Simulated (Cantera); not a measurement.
An isothermal plug-flow reactor at 673 K and 760 Torr (inlet), inlet velocity 3.3 m/s, active area per volume 1700 1/m; feed 2.45 % H2, 9.58 % O2, 88.0 % N2, equivalence ratio 0.13.

Model: Deutschmann's 1995 Pt surface mechanism with GRI-Mech 3.0 gas chemistry, integrated in Cantera. Catalytic surfaces can have several steady states; this one follows from the mechanism file's or the stated starting coverage. Mass transfer to the wall is taken as infinitely fast.

One state of this run: x H2 = 0.000573; x O2 = 0.0848; x H2O = 0.0242; θ free Pt = 0.0134; θ O* = 0.982; θ OH* = 0.00427. x: gas mole fraction; θ: surface coverage.

Which value of z (m) does it belong to?
A) 0.016
B) 0.028
C) 0.0028
D) 0.0049

D, 0.0049
